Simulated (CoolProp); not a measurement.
Properties of n-octane along the isotherm 584.8 K (Tc = 568.7 K, pc = 2.484 MPa, ω = 0.398).

Computed with CoolProp (reference Helmholtz-energy equation of state, Beckmüller 2019).

```csv
p (MPa),phase,speed of sound (m/s),viscosity (µPa s)
0.0955,gas,206.5,11.0
0.191,gas,204.0,11.0
0.287,gas,201.4,11.0
0.382,gas,198.8,11.1
0.478,gas,196.1,11.1
0.573,gas,193.3,11.1
0.669,gas,190.5,11.2
0.764,gas,187.7,11.2
0.86,gas,184.7,11.3
0.955,gas,181.8,11.4
1.05,gas,178.7,11.4
1.15,gas,175.4,11.5
1.24,gas,172.3,11.6
```

Viscosity comes from a separate model (Huber 2004).
